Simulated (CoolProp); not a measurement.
Vapour pressure (bar) of R11: the reference equation beside estimates from Tc = 471.1 K, pc = 44.08 bar, ω = 0.189. Clausius-Clapeyron is anchored at 296.7 K with a constant enthalpy of vaporisation of 24.92 kJ/mol.

Values from CoolProp's reference Helmholtz-energy equation of state, Jacobsen 1992.

| T (K) | reference | Clausius-Clapeyron | Peng-Robinson |
|---|---|---|---|
| 291.3 | 0.8286 | 0.8355 | 0.8339 |
| 296.7 | 1.008 | 1.008 | 1.012 |
| 302.1 | 1.216 | 1.207 | 1.218 |
| 307.5 | 1.456 | 1.437 | 1.457 |
| 312.9 | 1.731 | 1.700 | 1.730 |
| 318.3 | 2.044 | 2.000 | 2.041 |
| 323.7 | 2.400 | 2.340 | 2.394 |
| 329.1 | 2.800 | 2.724 | 2.791 |
| 334.5 | 3.250 | 3.155 | 3.238 |
| 339.9 | 3.753 | 3.638 | 3.737 |
| 345.3 | 4.311 | 4.176 | 4.293 |
| 350.7 | 4.930 | 4.773 | 4.909 |
| 356.1 | 5.614 | 5.434 | 5.589 |
| 361.5 | 6.365 | 6.162 | 6.338 |
| 366.9 | 7.189 | 6.962 | 7.160 |

Absolute difference from the reference over all 15 rows, mean and median: Clausius-Clapeyron 2.3 and 2.7 %, Peng-Robinson 0.3 and 0.4 %.
